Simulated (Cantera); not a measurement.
A closed system holds: 1 mol SiH4, 0.012 mol Cl2, 3.5 mol N2, at 0.975 Torr.

Method: chemical equilibrium by Gibbs-energy minimisation in Cantera with the NASA 1993 tables (ideal gas, pure condensed phases). Candidate condensed phases: NH4Cl, Si, Si3N4; 28 gas species. N2 is the only nitrogen source here; it is nearly inert below about 1500 K, so the nitride shown seldom forms there in practice. The tables' values for SiCl, SiN are old estimates; treat these amounts as uncertain. Kinetics and transport are ignored.

x: gas mole fraction; n: condensed amount in mol.

| T (K) | x N2 | x H2 | x HCl | x H | x Si | x SiCl2 | n Si3N4(s) | n Si(l) |
|---|---|---|---|---|---|---|---|---|
| 1150 | 0.585 | 0.410 | 0.00495 | 1.33e-6 | <1e-12 | (withheld) | 0.333 | 0 |
| 1200 | 0.585 | 0.410 | 0.00495 | 3.51e-6 | 1.20e-12 | (withheld) | 0.333 | 0 |
| 1250 | 0.585 | 0.410 | 0.00495 | 8.59e-6 | 1.93e-11 | (withheld) | 0.333 | 0 |
| 1300 | 0.585 | 0.410 | 0.00495 | 1.97e-5 | 2.51e-10 | (withheld) | 0.333 | 0 |
| 1350 | 0.585 | 0.410 | 0.00495 | 4.23e-5 | 2.69e-9 | (withheld) | 0.333 | 0 |
| 1400 | 0.585 | 0.410 | 0.00494 | 8.64e-5 | 2.44e-8 | (withheld) | 0.333 | 0 |
| 1450 | 0.585 | 0.410 | 0.00492 | 0.000168 | 1.89e-7 | (withheld) | 0.333 | 0 |
| 1500 | 0.585 | 0.410 | 0.00489 | 0.000313 | 1.27e-6 | (withheld) | 0.333 | 0 |
| 1550 | 0.585 | 0.410 | 0.00483 | 0.000559 | 7.58e-6 | (withheld) | 0.333 | 0 |
| 1600 | 0.584 | 0.410 | 0.00473 | 0.000965 | 4.03e-5 | (withheld) | 0.333 | 0 |
| 1650 | 0.584 | 0.409 | 0.00458 | 0.00161 | 0.000193 | 0.000171 | 0.333 | 0 |
| 1700 | 0.634 | 0.359 | 0.00399 | 0.00245 | 0.000522 | 0.000159 | 0 | 0.996 |
| 1750 | 0.633 | 0.358 | 0.00398 | 0.00386 | 0.00115 | (withheld) | 0 | 0.992 |

Q: What belongs in the gaps?

A: 
- 1150, x SiCl2: 5.01e-8
- 1200, x SiCl2: 1.58e-7
- 1250, x SiCl2: 4.54e-7
- 1300, x SiCl2: 1.20e-6
- 1350, x SiCl2: 2.95e-6
- 1400, x SiCl2: 6.75e-6
- 1450, x SiCl2: 1.45e-5
- 1500, x SiCl2: 2.94e-5
- 1550, x SiCl2: 5.63e-5
- 1600, x SiCl2: 0.000101
- 1750, x SiCl2: 0.000147
